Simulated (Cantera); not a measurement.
Charge: 1 mol Al, 14 mol N₂, at 1925 K and 1330 Pa.

Method: chemical equilibrium by Gibbs-energy minimisation in Cantera with the NASA 1993 tables (ideal gas, pure condensed phases). Candidate condensed phases: Al, AlN; 5 gas species. The numbers say what is thermodynamically allowed, not how fast it happens.

Base state: N₂ 0.997, Al 0.00304 (mole fractions); condensed: AlN(s).

**Question.** What changes in the equilibrium state with this change: 0.16 mol CO₂ added?

**Answer.** 
```json
[
 {"species": "N₂", "before": "0.997", "after": "0.984"},
 {"species": "CO", "before": "0", "after": "0.0116"},
 {"species": "Al", "before": "0.00304", "after": "0.00306"},
 {"species": "Al₂O", "before": "0", "after": "0.00161"},
 {"species": "AlN(s), mol", "before": "0.959", "after": "0.821"},
 {"species": "Al₂O₃(s), mol", "before": "0", "after": "0.0459"}
]
```
Mutual solubility and eutectic melting of coexisting phases are not modelled. Condensed phases not in the tables: aluminium oxynitride. Further candidate phases: Al₂O₃, C.
